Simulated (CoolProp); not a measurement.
CH3F (R41) along the isobar 183 bar: fugacity coefficient from the reference equation and from simpler models built on Tc = 317.3 K, pc = 59.06 bar, ω = 0.200; each cubic takes its own stable root.

The numbers come from the reference Helmholtz-energy equation of state, Lemmon 2006 in CoolProp. It is a short technical equation, of lower accuracy than the large ones.

| T (K) | phase | reference | van der Waals | Redlich-Kwong | Soave-Redlich-Kwong | Peng-Robinson |
|---|---|---|---|---|---|---|
| 229 | liquid | 0.03548 | 0.1258 | 0.05396 | 0.04058 | 0.03802 |
| 234.1 | liquid | 0.04224 | 0.1369 | 0.06308 | 0.04852 | 0.04538 |
| 239.1 | liquid | 0.04966 | 0.1482 | 0.07286 | 0.05725 | 0.05347 |
| 244.1 | liquid | 0.05789 | 0.1598 | 0.08347 | 0.06695 | 0.06246 |
| 249.2 | liquid | 0.06714 | 0.1720 | 0.09513 | 0.07788 | 0.07258 |
| 254.2 | liquid | 0.07706 | 0.1842 | 0.1074 | 0.08961 | 0.08344 |
| 259.2 | liquid | 0.08784 | 0.1968 | 0.1204 | 0.1023 | 0.09523 |
| 264.3 | liquid | 0.09971 | 0.2099 | 0.1344 | 0.1164 | 0.1082 |
| 269.3 | liquid | 0.1122 | 0.2230 | 0.1489 | 0.1311 | 0.1219 |
| 274.3 | liquid | 0.1255 | 0.2363 | 0.1640 | 0.1468 | 0.1365 |
| 279.4 | liquid | 0.1399 | 0.2501 | 0.1801 | 0.1638 | 0.1522 |
| 284.4 | liquid | 0.1549 | 0.2638 | 0.1965 | 0.1813 | 0.1685 |
| 289.4 | liquid | 0.1705 | 0.2777 | 0.2133 | 0.1997 | 0.1855 |
